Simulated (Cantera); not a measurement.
A freely propagating, adiabatic, planar premixed flame of H2 : O2 : N2 = 1 : 0.704 : 2.68 (molar parts), unburnt at 325 K and 4.40 bar; multicomponent transport, grid criteria slope 0.08 and curve 0.16, no radiation.

Detailed kinetics in Cantera: the H2/O2 subset of GRI-Mech 3.0, which has no nitrogen chemistry. The hydrogen kinetics of GRI-Mech 3.0 are dated; newer H2 mechanisms differ, most at raised pressure. Burning velocities carry a grid error of a few per cent, more on coarse grids.

x: mole fraction of selected species; z is measured from the peak of heat release.

```tsv
z (mm)	T (K)	u (m/s)	x H2	x O2	x OH	x HO2	x H	x H2O2
-0.220	325	0.859	0.227	0.161	<1e-8	<1e-8	<1e-8	<1e-8
-0.147	326	0.858	0.224	0.161	<1e-8	1.22e-7	<1e-8	9.98e-8
-0.110	328	0.858	0.218	0.163	<1e-8	9.61e-7	<1e-8	7.89e-7
-0.0734	351	0.897	0.196	0.166	1.26e-8	1.57e-5	<1e-8	1.21e-5
-0.0367	584	1.42	0.135	0.164	2.06e-5	0.000491	6.39e-6	0.000148
-0.0183	958	2.27	0.0912	0.143	0.000497	0.000697	0.000599	0.000159
0	1337	3.15	0.0509	0.110	0.00198	0.000357	0.00307	3.36e-5
0.0183	1586	3.73	0.0245	0.0825	0.00471	0.000191	0.00471	5.49e-6
0.0367	1726	4.06	0.0127	0.0687	0.00678	0.000116	0.00418	3.30e-6
0.0734	1859	4.37	___	0.0605	___	___	___	___
0.147	1945	4.56	0.00239	0.0581	0.00565	2.28e-5	0.000579	1.04e-6
0.293	1984	4.64	___	0.0577	___	___	___	___
0.587	1997	4.67	0.000262	0.0579	0.00211	3.38e-6	2.18e-5	2.99e-7
```

Q: Fill in the missing entries.

A: 
- 0.0734, x H2: 0.00572
- 0.0734, x OH: 0.00745
- 0.0734, x HO2: 5.71e-5
- 0.0734, x H: 0.00212
- 0.0734, x H2O2: 1.91e-6
- 0.293, x H2: 0.000793
- 0.293, x OH: 0.00346
- 0.293, x HO2: 7.92e-6
- 0.293, x H: 0.000109
- 0.293, x H2O2: 5.35e-7
